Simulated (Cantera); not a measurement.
Feed: 1 mol Pb, 0.11 mol H2S, 1.7 mol N2, held at 0.100 bar.

Method: chemical equilibrium by Gibbs-energy minimisation in Cantera with the NASA 1993 tables (ideal gas, pure condensed phases). Candidate condensed phases: Pb, PbS, S; 18 gas species. The numbers say what is thermodynamically allowed, not how fast it happens. All values below are at 1000 K.

Base state: N2 0.938, H2 0.0597, H2S 0.00103, PbS 0.000878, Pb 0.000162 (mole fractions); condensed: Pb(l) + PbS(s).

### Question
What changes in the equilibrium state with this change: pressure from 0.100 bar to 18.0 Pa?

### Answer
```csv
species,before,after
N2,0.938,0.806
Pb,0.000162,0.0900
H2,0.0597,0.0520
PbS,0.000878,0.0520
H2S,0.00103,9.63e-5
"Pb(l), mol",0.892,0.700
"PbS(s), mol",0.107,0
```
